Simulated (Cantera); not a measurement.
Charge: 1 mol Si3N4, 0.1 mol H2O, 13 mol N2, 1.6 mol O2, equilibrated at 1898 K.

Equilibrium computed with Cantera from the NASA thermochemical tables; the gas is ideal and each condensed phase is pure. Candidate condensed phases: H2O, Si, SiO2, Si2N2O, Si3N4; 35 gas species. Mutual solubility and eutectic melting of coexisting phases are not modelled. The tables hold silica as quartz up to 1696 K and as liquid above; real silica turns to tridymite and cristobalite and melts near 1996 K. Equilibrium is a limit: real reactors are often held back by kinetics, nucleation or transport.

**Question.** What share of the Si ends up in condensed phases as a function of P (Pa), at 1, 3.60, 13, 46, 170, 600, 2200, 7700, 28000, 100000?

**Answer.** 
```json
[
 {"P (Pa)": "1", "Si condensed (%)": "0.0", "as": "-"},
 {"P (Pa)": "3.60", "Si condensed (%)": "2.7", "as": "SiO2(condensed)"},
 {"P (Pa)": "13", "Si condensed (%)": "8.5", "as": "SiO2(condensed)"},
 {"P (Pa)": "46", "Si condensed (%)": "9.5", "as": "SiO2(condensed)"},
 {"P (Pa)": "170", "Si condensed (%)": "9.8", "as": "SiO2(condensed)"},
 {"P (Pa)": "600", "Si condensed (%)": "10.0", "as": "SiO2(condensed)"},
 {"P (Pa)": "2200", "Si condensed (%)": "10.0", "as": "SiO2(condensed)"},
 {"P (Pa)": "7700", "Si condensed (%)": "10.0", "as": "SiO2(condensed)"},
 {"P (Pa)": "28000", "Si condensed (%)": "73.4", "as": "SiO2(condensed) + Si2N2O(s)"},
 {"P (Pa)": "100000", "Si condensed (%)": "95.5", "as": "SiO2(condensed) + Si2N2O(s)"}
]
```
